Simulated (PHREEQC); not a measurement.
0.24 g of hydrous ferric oxide (600 m²/g; 0.2 weak and 0.005 strong sites per Fe, Dzombak-Morel constants, diffuse double layer) in 1 kg of water with 0.001 mol/kgw of an inert sodium salt and 4.8e-05 mol SrCl2, at 25 °C; the pH is set by adding NaOH or the inert anion's acid. Oxygen is held at 0.21 atm. No CO2 enters from the air. No solid was allowed to form.

Model: ion-association model, wateq4f.dat, run in PHREEQC.

```
pH    Sr sorbed (%)  surface charge σ (C/m²)  surface potential ψ (mV)
----  -------------  -----------------------  ------------------------
3               0.0                    0.259                       231
3.5             0.0                    0.182                       223
4               0.0                    0.124                       208
4.5             0.0                    0.083                       190
5               0.0                    0.054                (withheld)
5.5             0.0                    0.033                       145
6               0.0                    0.020                       119
6.5             0.1                    0.012                        92
7               0.6                    0.006                (withheld)
7.5             4.5                    0.003                (withheld)
8        (withheld)                    0.001                         9
8.5            29.3               (withheld)                       -17
9              51.5                   -0.004                       -44
9.5            85.3                   -0.007                       -68
10       (withheld)                   -0.013                       -95
10.5           99.7                   -0.023                      -121
11            100.0                   -0.045                      -144
```

What belongs in the gaps?


- 5, surface potential ψ (mV): 168
- 7, surface potential ψ (mV): 64
- 7.5, surface potential ψ (mV): 36
- 8, Sr sorbed (%): 16.4
- 8.5, surface charge σ (C/m²): -0.001
- 10, Sr sorbed (%): 97.9

The oxide is taken as insoluble; below pH 4 it would dissolve.
